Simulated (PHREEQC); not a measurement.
0.36 g of hydrous ferric oxide (600 m²/g; 0.2 weak and 0.005 strong sites per Fe, Dzombak-Morel constants, diffuse double layer) in 1 kg of water with 0.3 mol/kgw of an inert sodium salt and 0.029 mmol/kgw Na2HAsO4 and 0.0044 mmol/kgw PbCl2, at 25 °C; the pH is set by adding NaOH or the inert anion's acid. O2 is buffered at 0.21 atm. CO2 from the air is kept out. Nothing may precipitate in this run.

Model: ion-association model, wateq4f.dat, run in PHREEQC.

```json
[
 {"pH": "4", "As sorbed (%)": "100.0", "Pb sorbed (%)": "53.0", "surface charge σ (C/m²)": "0.331", "surface potential ψ (mV)": "120"},
 {"pH": "4.5", "As sorbed (%)": "100.0", "Pb sorbed (%)": "90.4", "surface charge σ (C/m²)": "0.302", "surface potential ψ (mV)": "116"},
 {"pH": "5", "As sorbed (%)": "100.0", "Pb sorbed (%)": "98.8", "surface charge σ (C/m²)": "0.255", "surface potential ψ (mV)": "107"},
 {"pH": "5.5", "As sorbed (%)": "100.0", "Pb sorbed (%)": "99.8", "surface charge σ (C/m²)": "0.198", "surface potential ψ (mV)": "95"},
 {"pH": "6", "As sorbed (%)": "100.0", "Pb sorbed (%)": "100.0", "surface charge σ (C/m²)": "0.142", "surface potential ψ (mV)": "79"},
 {"pH": "6.5", "As sorbed (%)": "100.0", "Pb sorbed (%)": "100.0", "surface charge σ (C/m²)": "0.094", "surface potential ψ (mV)": "60"},
 {"pH": "7", "As sorbed (%)": "100.0", "Pb sorbed (%)": "100.0", "surface charge σ (C/m²)": "0.055", "surface potential ψ (mV)": "40"},
 {"pH": "7.5", "As sorbed (%)": "100.0", "Pb sorbed (%)": "100.0", "surface charge σ (C/m²)": "0.024", "surface potential ψ (mV)": "19"},
 {"pH": "8", "As sorbed (%)": "99.9", "Pb sorbed (%)": "100.0", "surface charge σ (C/m²)": "-0.004", "surface potential ψ (mV)": "-3"},
 {"pH": "8.5", "As sorbed (%)": "99.6", "Pb sorbed (%)": "100.0", "surface charge σ (C/m²)": "-0.032", "surface potential ψ (mV)": "-24"},
 {"pH": "9", "As sorbed (%)": "98.8", "Pb sorbed (%)": "100.0", "surface charge σ (C/m²)": "-0.063", "surface potential ψ (mV)": "-44"},
 {"pH": "9.5", "As sorbed (%)": "96.5", "Pb sorbed (%)": "100.0", "surface charge σ (C/m²)": "-0.100", "surface potential ψ (mV)": "-63"},
 {"pH": "10", "As sorbed (%)": "91.2", "Pb sorbed (%)": "100.0", "surface charge σ (C/m²)": "-0.144", "surface potential ψ (mV)": "-79"},
 {"pH": "10.5", "As sorbed (%)": "79.4", "Pb sorbed (%)": "100.0", "surface charge σ (C/m²)": "-0.196", "surface potential ψ (mV)": "-94"},
 {"pH": "11", "As sorbed (%)": "56.7", "Pb sorbed (%)": "100.0", "surface charge σ (C/m²)": "-0.252", "surface potential ψ (mV)": "-107"},
 {"pH": "11.5", "As sorbed (%)": "28.1", "Pb sorbed (%)": "100.0", "surface charge σ (C/m²)": "-0.302", "surface potential ψ (mV)": "-115"},
 {"pH": "12", "As sorbed (%)": "10.3", "Pb sorbed (%)": "100.0", "surface charge σ (C/m²)": "-0.338", "surface potential ψ (mV)": "-120"}
]
```

The database has no arsenate complexes of Pb.
